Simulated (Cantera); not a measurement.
Cantera run:

```python
import numpy as np
import cantera as ct

gas_names = [...]  # 136 gases of nasa_gas.yaml made of C, H, N, O
cond_names = """
    C(gr) C6H6(L) C7H8(L) C8H18(L),n-octa H2O(s) H2O(L)
""".split()


# ... load() reads the species with a 1 bar reference pressure and builds the phases ...
atoms = {
    'C': {'C': 1},
    'O2': {'O': 2},
    'N2': {'N': 2},
    'H2O': {'H': 2, 'O': 1},
}
top_T = {'C(gr)': 4500}  # K; cautious upper limits of use, not melting points


# ... equilibrate(T, P, feed) seeds the gas with the atoms and calls Mixture.equilibrate('TP', solver="vcs", rtol=1e-11, max_steps=5000) ...
results = []
feed = {'C': 1, 'O2': 0.025, 'N2': 1.5, 'H2O': 5.3}  # mol
P = 133.322  # Pa
for T in [1225, 1325, 1425, 1525, 1625, 1725, 1825, 1925, 2025]:
    mix = equilibrate(T, P, feed)
    results.append((T, P, feed, dict(zip(mix.species_names, mix.species_moles))))
    x = sorted(zip(gas.X, gas.species_names), reverse=True)
    print(f"T = {T:g} K  P = {P:g} Pa  gas = {mix.phase_moles(0):.4g} mol")
    print("   x: " + "  ".join(f"{s} {v:.3e}" for v, s in x if v > 0.001))
    print("   condensed (mol): " + ("  ".join(f"{mix.phase(i).name} {mix.phase_moles(i):.4g}"
          for i in range(1, mix.n_phases) if mix.phase_moles(i) > 1e-12) or "none"))
```

Output:

```
T = 1225 K  P = 133.322 Pa  gas = 7.8 mol
   x: H2O 4.784e-01  H2 2.011e-01  N2 1.923e-01  CO2 7.928e-02  CO 4.892e-02
   condensed (mol): none
T = 1325 K  P = 133.322 Pa  gas = 7.8 mol
   x: H2O 4.844e-01  H2 1.950e-01  N2 1.923e-01  CO2 7.325e-02  CO 5.495e-02
   condensed (mol): none
T = 1425 K  P = 133.322 Pa  gas = 7.8 mol
   x: H2O 4.896e-01  N2 1.923e-01  H2 1.899e-01  CO2 6.811e-02  CO 6.009e-02
   condensed (mol): none
T = 1525 K  P = 133.322 Pa  gas = 7.801 mol
   x: H2O 4.938e-01  N2 1.923e-01  H2 1.854e-01  CO 6.444e-02  CO2 6.375e-02
   condensed (mol): none
T = 1625 K  P = 133.322 Pa  gas = 7.804 mol
   x: H2O 4.973e-01  N2 1.922e-01  H2 1.814e-01  CO 6.810e-02  CO2 6.004e-02
   condensed (mol): none
T = 1725 K  P = 133.322 Pa  gas = 7.81 mol
   x: H2O 4.998e-01  N2 1.921e-01  H2 1.776e-01  CO 7.116e-02  CO2 5.689e-02  H 2.144e-03
   condensed (mol): none
T = 1825 K  P = 133.322 Pa  gas = 7.824 mol
   x: H2O 5.007e-01  N2 1.917e-01  H2 1.737e-01  CO 7.364e-02  CO2 5.417e-02  H 5.027e-03  OH 1.013e-03
   condensed (mol): none
T = 1925 K  P = 133.322 Pa  gas = 7.856 mol
   x: H2O 4.987e-01  N2 1.909e-01  H2 1.692e-01  CO 7.556e-02  CO2 5.174e-02  H 1.077e-02  OH 2.744e-03
   condensed (mol): none
T = 2025 K  P = 133.322 Pa  gas = 7.923 mol
   x: H2O 4.906e-01  N2 1.892e-01  H2 1.643e-01  CO 7.700e-02  CO2 4.920e-02  H 2.136e-02  OH 6.670e-03
   condensed (mol): none
```

Cantera equilibrium calculation (NASA polynomials, part measured and part estimated; ideal gas, pure solids and liquids).
